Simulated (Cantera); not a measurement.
Cantera with NASA thermochemical tables; ideal gases at 1 bar, condensed phases pure. Values are per mole of reaction as written; species without (g) are pure solids or liquids, kept so even where they would boil at 1 bar.

Zr + 4 OH(g) = ZrO2(g) + 2 H2O(g)

```tsv
T (K)	ΔH° (kJ)	ΔS° (J/K)	ΔG° (kJ)	log10 K	condensed phases
1575	…	…	…	…	Zr(β)
1675	-952.8	-158.0	-688.1	21.46	Zr(β)
1775	-953.8	-158.6	-672.3	19.78	Zr(β)
1875	-954.9	-159.2	-656.4	18.28	Zr(β)
1975	…	…	…	…	Zr(β)
2075	…	…	…	…	Zr(β)
2175	-979.9	-171.1	-607.8	14.60	Zr(l)
2275	-981.8	-171.9	-590.7	13.56	Zr(l)
2375	…	…	…	…	Zr(l)
2475	-985.5	-173.5	-556.1	11.74	Zr(l)
2575	-987.4	-174.2	-538.7	10.93	Zr(l)
```

Question: Some entries are withheld; supply them.

Answer: 
- 1575, ΔH° (kJ): -951.8
- 1575, ΔS° (J/K): -157.4
- 1575, ΔG° (kJ): -703.9
- 1575, log10 K: 23.34
- 1975, ΔH° (kJ): -956.1
- 1975, ΔS° (J/K): -159.8
- 1975, ΔG° (kJ): -640.4
- 1975, log10 K: 16.94
- 2075, ΔH° (kJ): -957.3
- 2075, ΔS° (J/K): -160.4
- 2075, ΔG° (kJ): -624.4
- 2075, log10 K: 15.72
- 2375, ΔH° (kJ): -983.6
- 2375, ΔS° (J/K): -172.7
- 2375, ΔG° (kJ): -573.4
- 2375, log10 K: 12.61
